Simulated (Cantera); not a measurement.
What does this Cantera script print?

```python
import numpy as np
import cantera as ct

gas_names = """
    H HNO HNO2 HNO3 HO2 H2 H2O H2O2 N NH NH2 NH3 NH2OH NO NO2 NO3 N2 N2H2 N2H4 N2O O OH O2 O3 Pb PbO Pb2
""".split()
cond_names = """
    H2O(s) H2O(L) Pb(cr) Pb(L) PbO(rd) PbO(yw) PbO(L) PbO2(s) Pb3O4(s)
""".split()


# ... load() reads the species with a 1 bar reference pressure and builds the phases ...
atoms = {
    'PbO': {'Pb': 1, 'O': 1},
    'H2': {'H': 2},
    'N2': {'N': 2},
}
top_T = {'Pb3O4(s)': 820}  # K; cautious upper limits of use, not melting points


# ... equilibrate(T, P, feed) seeds the gas with the atoms and calls Mixture.equilibrate('TP', solver="vcs", rtol=1e-11, max_steps=5000) ...
results = []
feed = {'PbO': 1, 'H2': 0.54, 'N2': 11}  # mol
P = 150000  # Pa
for T in [825, 875, 925, 975, 1025, 1075, 1125, 1175, 1225, 1275, 1325, 1375, 1425, 1475]:
    mix = equilibrate(T, P, feed)
    results.append((T, P, feed, dict(zip(mix.species_names, mix.species_moles))))
    x = sorted(zip(gas.X, gas.species_names), reverse=True)
    print(f"T = {T:g} K  P = {P:g} Pa  gas = {mix.phase_moles(0):.4g} mol")
    print("   x: " + "  ".join(f"{s} {v:.3e}" for v, s in x if v > 0.001))
    print("   condensed (mol): " + ("  ".join(f"{mix.phase(i).name} {mix.phase_moles(i):.4g}"
          for i in range(1, mix.n_phases) if mix.phase_moles(i) > 1e-12) or "none"))
```

Output:

```
T = 825 K  P = 150000 Pa  gas = 11.54 mol
   x: N2 9.532e-01  H2O 4.679e-02
   condensed (mol): Pb(L) 0.54  PbO(yw) 0.46
T = 875 K  P = 150000 Pa  gas = 11.54 mol
   x: N2 9.532e-01  H2O 4.679e-02
   condensed (mol): Pb(L) 0.5399  PbO(yw) 0.46
T = 925 K  P = 150000 Pa  gas = 11.54 mol
   x: N2 9.532e-01  H2O 4.679e-02
   condensed (mol): Pb(L) 0.5399  PbO(yw) 0.4601
T = 975 K  P = 150000 Pa  gas = 11.54 mol
   x: N2 9.532e-01  H2O 4.679e-02
   condensed (mol): Pb(L) 0.5399  PbO(yw) 0.4601
T = 1025 K  P = 150000 Pa  gas = 11.54 mol
   x: N2 9.532e-01  H2O 4.679e-02
   condensed (mol): Pb(L) 0.5397  PbO(yw) 0.4601
T = 1075 K  P = 150000 Pa  gas = 11.54 mol
   x: N2 9.532e-01  H2O 4.678e-02
   condensed (mol): Pb(L) 0.5393  PbO(yw) 0.4601
T = 1125 K  P = 150000 Pa  gas = 11.54 mol
   x: N2 9.531e-01  H2O 4.678e-02
   condensed (mol): Pb(L) 0.5384  PbO(yw) 0.46
T = 1175 K  P = 150000 Pa  gas = 11.54 mol
   x: N2 9.529e-01  H2O 4.677e-02
   condensed (mol): Pb(L) 0.5365  PbO(L) 0.4598
T = 1225 K  P = 150000 Pa  gas = 11.55 mol
   x: N2 9.525e-01  H2O 4.675e-02
   condensed (mol): Pb(L) 0.5326  PbO(L) 0.4593
T = 1275 K  P = 150000 Pa  gas = 11.56 mol
   x: N2 9.518e-01  H2O 4.671e-02  Pb 1.257e-03
   condensed (mol): Pb(L) 0.5252  PbO(L) 0.458
T = 1325 K  P = 150000 Pa  gas = 11.57 mol
   x: N2 9.505e-01  H2O 4.663e-02  Pb 2.403e-03
   condensed (mol): Pb(L) 0.5119  PbO(L) 0.455
T = 1375 K  P = 150000 Pa  gas = 11.6 mol
   x: N2 9.481e-01  H2O 4.651e-02  Pb 4.377e-03  PbO 1.024e-03
   condensed (mol): Pb(L) 0.4889  PbO(L) 0.4485
T = 1425 K  P = 150000 Pa  gas = 11.65 mol
   x: N2 9.439e-01  H2O 4.630e-02  Pb 7.633e-03  PbO 2.144e-03
   condensed (mol): Pb(L) 0.4506  PbO(L) 0.4354
T = 1475 K  P = 150000 Pa  gas = 11.74 mol
   x: N2 9.369e-01  H2O 4.595e-02  Pb 1.281e-02  PbO 4.254e-03
   condensed (mol): Pb(L) 0.3891  PbO(L) 0.4105
```

These are equilibrium values from Cantera (NASA tables, ideal gas, pure condensed phases), not measurements of a reactor. Each liquid is taken as pure. Mutual solubility and eutectic melting of coexisting phases are not modelled. Gases not in the tables: (PbO)n polymers.
